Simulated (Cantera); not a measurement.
Charge: 1 mol B2H6, 0.26 mol NH3, 0.68 mol H2, 9.7 mol H2O, at 1875 K and 1330 Pa.

Method: chemical equilibrium by Gibbs-energy minimisation in Cantera with the NASA 1993 tables (ideal gas, pure condensed phases). Candidate condensed phases: B, BN, B2O3, B3O3H3, H2O; 39 gas species. The feed counts by its element totals alone. Rates play no part.

Base state: H2 0.471, H2O 0.386, HBO2 0.126, N2 0.00871, H 0.00390, B2O3 0.00350, HBO 0.000539, OH 0.000249 (mole fractions); condensed: gas only.

What changes in the equilibrium state with this change: temperature from 1875 K to 1323.15 K?


| species | before | after |
|---|---|---|
| H2 | 0.471 | 0.503 |
| H2O | 0.386 | 0.464 |
| HBO2 | 0.126 | 0.0239 |
| BO | 7.33e-5 | 2.73e-9 |
| (HBO2)3 | 2.08e-8 | 0.000279 |
| BO2 | 9.86e-5 | 8.42e-9 |
| B2O3(l), mol | 0 | 0.826 |
Gases not in the tables: H3BO3.

What changes in the equilibrium state with this change: temperature from 1875 K to 1148 K?


```csv
species,before,after
H2,0.471,0.508
H2O,0.386,0.480
N2,0.00871,0.00934
HBO2,0.126,0.00229
OH,0.000249,2.49e-9
BO2,9.86e-5,<1e-9
BO,7.33e-5,<1e-9
B2O3,0.00350,1.16e-7
"B2O3(l), mol",0,0.973
```
Gases not in the tables: H3BO3.
